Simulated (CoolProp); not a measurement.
Vapour-liquid equilibrium of ammonia (1) + benzene (2) at 6.1 bar; x and y are mole fractions of (1).

Computed with CoolProp (multi-fluid Helmholtz-energy mixture model, Gao 2020 and Thol 2012; pair parameters Bell 2016).

```
x     bubble temperature (°C)  y at the bubble point  dew temperature at overall composition x (°C)  liquid density (mol/L)
----  -----------------------  ---------------------  ---------------------------------------------  ----------------------
0.05                     99.0                  0.701                                          149.5                   10.50
0.2                      35.4                  0.967                                          140.6                   12.93
0.35                     21.2                  0.984                                          130.8                   15.06
0.5                      17.4                  0.987                                          119.3                   17.58
0.65                     16.0                  0.988                                          105.0                   20.91
0.8                      14.3                  0.991                                           85.0                   25.69
0.95                     11.2                  0.997                                           45.1                   33.19
```

No azeotrope shows between x = 0.05 and 0.95.

Pair parameters are fitted to limited data, so mixtures are less certain than the pure fluids. With so large a gap from Raoult's law the liquid may split in two, which this calculation doesn't test in full.
